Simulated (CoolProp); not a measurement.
Vapour-liquid equilibrium of fluoroethane (R161) (1) + R134a (2) at 285.4 K; x and y are mole fractions of (1).

The numbers come from the multi-fluid Helmholtz-energy mixture model, Wu 2012 and Tillner-Roth 1994; pair parameters Bell 2016 in CoolProp.

Problem. Give the bubble pressure and the first vapour's composition at x = 0.2, 0.35, 0.8. Is there an azeotrope?

Solution. x = 0.2: 474.7 kPa, y = 0.243; x = 0.35: 499.2 kPa, y = 0.416; x = 0.8: 592.2 kPa, y = 0.853. No azeotrope shows between x = 0.05 and 0.95.

Pair parameters are fitted to limited data, so mixtures are less certain than the pure fluids.
